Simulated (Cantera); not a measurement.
## Ignition delay

Mixture: 36.1 % CO, 2.57 % H2, 16.1 % O2, 45.2 % N2, equivalence ratio 1.2, at 30.0 bar, adiabatic and at constant pressure. Ignition delay is the time to a rise of 400 K.

Cantera simulation using GRI-Mech 3.0 (53 species, 325 reactions); the numbers are that mechanism's predictions, not measurements. The hydrogen kinetics of GRI-Mech 3.0 are dated; newer H2 mechanisms differ, most at raised pressure. The pressure lies above the range GRI-Mech 3.0 was tuned for (to about 10 atm).

```tsv
T0 (K)	delay (ms)
1023	1.27
1073	0.454
1123	0.178
1173	0.0758
1223	0.0346
1273	0.0169
```

- apparent activation energy between 1173 and 1273 K: 190 kJ/mol
